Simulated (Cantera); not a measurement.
A freely propagating, adiabatic, planar premixed flame of CH3OH : O2 : N2 = 1 : 1.36 : 6.41 (molar parts), unburnt at 525 K and 910000 Pa; mixture-averaged transport, grid criteria slope 0.08 and curve 0.16, no radiation.

Model: GRI-Mech 3.0 (53 species, 325 reactions), integrated in Cantera. GRI-Mech 3.0 was tuned for natural gas; its chemistry of methanol as a main component is partial and can be far from experiment. Burning velocities carry a grid error of a few per cent, more on coarse grids.

Task: Predict: laminar burning velocity; thermal thickness; peak x(HCO); peak x(CO); peak x(H2O2); peak x(C2H4).

Result: 
- laminar burning velocity: 46.1 cm/s
- thermal thickness: 0.0602 mm
- peak x(HCO): 8.51e-5
- peak x(CO): 0.0569
- peak x(H2O2): 0.000894
- peak x(C2H4): 4.00e-7
